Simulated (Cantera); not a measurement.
Charge: 1 mol SiH4, 2.6 mol NH3, equilibrated at 72.0 Pa.

Cantera equilibrium calculation (NASA polynomials, part measured and part estimated; ideal gas, pure solids and liquids). Candidate condensed phases: Si, Si3N4; 18 gas species. Mutual solubility and eutectic melting of coexisting phases are not modelled. The tables' values for SiN are old estimates; treat these amounts as uncertain. Gases not in the tables: Si2H6 and higher silanes. Kinetics and transport are ignored.

log p: log10 of the partial pressure in bar; n: condensed amount in mol.

```
T (°C)  log p H2  log p N2  log p Si  log p H  n Si3N4(s)  n Si(s)  n Si(l)
------  --------  --------  --------  -------  ----------  -------  -------
725        -3.19     -4.16      <-15   -10.26       0.333        0        0
800        -3.19     -4.16      <-15    -9.45       0.333        0        0
875        -3.19     -4.16      <-15    -8.74       0.333        0        0
950        -3.19     -4.16    -13.55    -8.12       0.333        0        0
1025       -3.19     -4.16    -11.84    -7.56       0.333        0        0
1100       -3.19     -4.16    -10.32    -7.07       0.333        0        0
1175       -3.19     -4.16     -8.95    -6.63       0.333        0        0
1250       -3.19     -4.13     -7.74    -6.23       0.312   0.0643        0
1325       -3.23     -3.89     -7.03    -5.89           0    0.999        0
1400       -3.23     -3.89     -6.38    -5.56           0    0.995        0
1475       -3.23     -3.89       [?]      [?]           0        0    0.984
1550       -3.24     -3.89     -5.35    -4.98           0        0    0.952
1625       -3.25     -3.90       [?]      [?]           0        0      [?]
1700       -3.27     -3.92     -4.50    -4.51           0        0    0.643
```

Question: Some entries are withheld; supply them.

Answer: 
- 1625, log p Si: -4.91
- 1625, log p H: -4.73
- 1625, n Si(l): 0.866
- 1475, log p Si: -5.84
- 1475, log p H: -5.26
